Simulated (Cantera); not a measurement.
A closed system holds: 1 mol MgO, 1.3 mol CH4, 0.011 mol CO, equilibrated at 13300 Pa.

Equilibrium computed with Cantera from the NASA thermochemical tables; the gas is ideal and each condensed phase is pure. Candidate condensed phases: C, C6H6, C7H8, C8H18, H2O, Mg, MgCO3, MgO, Mg(OH)2; 116 gas species. The numbers say what is thermodynamically allowed, not how fast it happens.

**Question.** What share of the Mg ends up in condensed phases as a function of T (K), at 1248, 1448, 1648, 1848, 2048, 2248, 2448?

**Answer.** 
```tsv
T (K)	Mg condensed (%)	as
1248	100.0	MgO(s)
1448	99.7	MgO(s)
1648	85.1	MgO(s)
1848	0.0	-
2048	0.0	-
2248	0.0	-
2448	0.0	-
```
